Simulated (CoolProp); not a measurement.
Properties of methane at several states.

Values from CoolProp's reference Helmholtz-energy equation of state, Setzmann 1991.

| T (K) | p (MPa) | phase | density (kg/m³) | isothermal compressibility (1/MPa) | expansivity (1/kK) | viscosity (µPa s) |
|---|---|---|---|---|---|---|
| 461.8 | 4.79 | supercritical | 20.10 | 0.2091 | 2.336 | 16.5 |
| 235.6 | 0.222 | gas | 1.834 | 4.543 | 4.360 | 9.14 |
| 567.7 | 0.0239 | gas | 0.08123 | 41.84 | 1.762 | 18.7 |

Viscosity comes from a separate model (Quiñones-Cisneros 2006).
